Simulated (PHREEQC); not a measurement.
Make-up at 20 °C: 1.4 mmol/kgw CuCl2, 8.2 mmol/kgw HBF4 and 0.068 mmol/kgw NaCl. Closed to the air; pH follows from the charge balance.

All values are PHREEQC results (ion-association model, phreeqc.dat), not measurements.

```
Item                      Result
----------------  --------------
pH                          2.16
ionic strength    0.0118 mol/kgw
total alkalinity    -32.8 meq/kg
```

| species | molality | activity | log γ |
|---|---|---|---|
| H+ | 0.00759 | 0.00689 | -0.042 |
| BF4- | 0.00645 | 0.00577 | -0.048 |
| HF | 0.00489 | 0.00490 | 0.001 |
| Cl- | 0.00286 | 0.00256 | -0.048 |
| Cu+2 | 0.00138 | 0.000913 | -0.181 |
| H3BO3 | 0.00121 | 0.00122 | 0.001 |

No solid was allowed to form. Complexes and solids missing from the database can't appear. Real BF4- forms and hydrolyses slowly; the run takes it at equilibrium.
